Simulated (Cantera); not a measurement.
A perfectly stirred reactor is fed with 3.29 % H2, 96.7 % O2, at 27.8 Torr; it is held at 950 K, and followed from long to short residence time.

Cantera simulation using GRI-Mech 3.0 (53 species, 325 reactions); the numbers are that mechanism's predictions, not measurements. Radical loss at walls, strong at low pressure, is not modelled.

x: mole fraction; the columns are a selection and need not sum to one.

```
τ (s)        x H2   x O2       x O    x HO2   x H2O       x H
-------  --------  -----  --------  -------  ------  --------
9.6      0.000122  0.966   6.37e-5  1.60e-6  0.0333   1.33e-6
2.0             ?  0.966         ?        ?  0.0331         ?
0.40     0.000724  0.966  0.000417  5.95e-6  0.0326   3.10e-5
0.081     0.00169  0.965  0.000976  1.02e-5  0.0314  0.000146
0.017     0.00380  0.964   0.00208  1.50e-5  0.0289  0.000614
0.0034          ?  0.961   0.00384  1.84e-5       ?         ?
0.00069    0.0201  0.961   0.00387  1.77e-5  0.0108   0.00283
```

### Question
Some entries are withheld; supply them.

### Answer

- 2.0, x H2: 0.000301
- 2.0, x O: 0.000166
- 2.0, x HO2: 3.15e-6
- 2.0, x H: 6.32e-6
- 0.0034, x H2: 0.00877
- 0.0034, x H2O: 0.0227
- 0.0034, x H: 0.00209
